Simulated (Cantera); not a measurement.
A closed system holds: 1 mol Si₃N₄, a varied amount of CO₂, 35 mol N₂, equilibrated at 1250 °C and 0.110 Pa.

Cantera equilibrium calculation (NASA polynomials, part measured and part estimated; ideal gas, pure solids and liquids). Candidate condensed phases: C, Si, SiC, SiO₂, Si₂N₂O, Si₃N₄; 34 gas species. Equilibrium is a limit: real reactors are often held back by kinetics, nucleation or transport.

Question: At 1.3 mol CO₂, list the 4 most abundant gas species with their mole fractions, and the condensed phases.

Answer: N₂ 0.929, SiO 0.0513, CO 0.0140, Si 0.00540. Condensed: SiC(s).
